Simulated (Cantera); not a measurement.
Input (Python, Cantera) and output of one run.

```python
import numpy as np
import cantera as ct

gas_names = """
    CL CLO CL2 Cs CsCL CsO CsOH Cs2 Cs2CL2 Cs2O Cs2O2H2 H HCL HOCL HO2 H2 H2O H2O2 O OH O2 O3
""".split()
cond_names = """
    Cs(cr) Cs(L) CsCL(a) CsCL(b) CsCL(L) CsOH(a) CsOH(b) CsOH(c) CsOH(L) H2O(s) H2O(L)
""".split()


# ... load() reads the species with a 1 bar reference pressure and builds the phases ...
atoms = {
    'CsCl': {'Cs': 1, 'CL': 1},
    'H2O': {'H': 2, 'O': 1},
    'H2': {'H': 2},
}
top_T = {}  # K; cautious upper limits of use, not melting points


# ... equilibrate(T, P, feed) seeds the gas with the atoms and calls Mixture.equilibrate('TP', solver="vcs", rtol=1e-11, max_steps=5000) ...
results = []
feed = {'CsCl': 1, 'H2O': 0.78, 'H2': 0.64}  # mol
T = 2125  # K
P = 133.322  # Pa
mix = equilibrate(T, P, feed)
results.append((T, P, feed, dict(zip(mix.species_names, mix.species_moles))))
print(gas.report(threshold=1e-05))
for i in range(1, mix.n_phases):
    print(f"{mix.phase(i).name:16s} {mix.phase_moles(i):12.5e} mol")
```

It prints:

```
       temperature   2125 K
          pressure   133.32 Pa
           density   0.00054288 kg/m^3
  mean mol. weight   71.945 kg/kmol
   phase of matter   gas

                          1 kg             1 kmol
                     ---------------   ---------------
          enthalpy       -1.0748e+06       -7.7324e+07  J
   internal energy       -1.3204e+06       -9.4992e+07  J
           entropy            4623.5        3.3264e+05  J/K
    Gibbs function         -1.09e+07       -7.8418e+08  J
 heat capacity c_p            559.56             40257  J/K
 heat capacity c_v            443.99             31943  J/K

                      mass frac. Y      mole frac. X     chem. pot. / RT
                     ---------------   ---------------   ---------------
                CL         0.0029415         0.0059697           -27.714
                Cs          0.075275          0.040748           -29.365
              CsCL           0.81342           0.34761           -57.079
              CsOH         0.0068409          0.003283           -64.731
                 H        0.00064837          0.046277           -13.913
               HCL           0.01929          0.038067           -41.627
                H2         0.0060672           0.21652           -27.826
               H2O          0.073101           0.29194           -49.279
                 O        0.00026079         0.0011727           -21.453
                OH         0.0018299          0.007741           -35.366
                O2        0.00029898        0.00067224           -42.907
     [  +11 minor]        2.2023e-05        8.1602e-06

CsCL(L)           0.00000e+00 mol
CsOH(L)           0.00000e+00 mol
```

Method: chemical equilibrium by Gibbs-energy minimisation in Cantera with the NASA 1993 tables (ideal gas, pure condensed phases).
